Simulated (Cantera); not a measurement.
Input: 1 mol CCl₄, 0.26 mol CH₄, at 2248 K and 1000 Pa.

Equilibrium computed with Cantera from the NASA thermochemical tables; the gas is ideal and each condensed phase is pure. Candidate condensed phases: C, C₆H₆, C₇H₈, C₈H₁₈; 91 gas species. Equilibrium is a limit: real reactors are often held back by kinetics, nucleation or transport.

Base state: Cl 0.738, HCl 0.258, Cl₂ 0.00185, H 0.00136, H₂ 0.000345 (mole fractions); condensed: C(graphite).

Question: What changes in the equilibrium state with this change: CH₄ from 0.26 to 0.39 mol?

Answer: 
| species | before | after |
|---|---|---|
| Cl | 0.738 | 0.611 |
| HCl | 0.258 | 0.384 |
| H | 0.00136 | 0.00246 |
| H₂ | 0.000345 | 0.00112 |
| Cl₂ | 0.00185 | 0.00126 |
| C(graphite), mol | 1.26 | 1.39 |
